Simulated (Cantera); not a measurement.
An isothermal, constant-pressure homogeneous reactor starts with CH4 : H2 : N2 = 0.016 : 1 : 0.0001 (molar parts), at 1848 K and 18.8 Torr.

Detailed kinetics in Cantera: GRI-Mech 3.0 (53 species, 325 reactions). GRI-Mech 3.0 stops at C3 and has no aromatics, soot or wall deposition, so with more carbon than oxygen in the feed, carbon stays in small species such as C2H2 where larger ones or solid carbon would form. Radical loss at walls, strong at low pressure, is not modelled.

Predict: x(CH4) at 1.00 s; x(H2) at 1.00 s; x(C2H2) at 1.00 s; x(H) at 1.00 s; x(HCN) at 1.00 s; x(C2H4) at 1.00 s; x(C2H) at 1.00 s.


| Quantity | Value |
|---|---|
| x(CH4) at 1.00 s | 0.00125 (gas-phase equilibrium 8.74e-5) |
| x(H2) at 1.00 s | 0.988 (gas-phase equilibrium 0.989) |
| x(C2H2) at 1.00 s | 0.00708 (gas-phase equilibrium 0.00760) |
| x(H) at 1.00 s | 0.00326 (gas-phase equilibrium 0.00336) |
| x(HCN) at 1.00 s | 1.88e-9 (gas-phase equilibrium 0.000174) |
| x(C2H4) at 1.00 s | 3.29e-6 (gas-phase equilibrium 3.16e-6) |
| x(C2H) at 1.00 s | 2.49e-7 (gas-phase equilibrium 2.75e-7) |
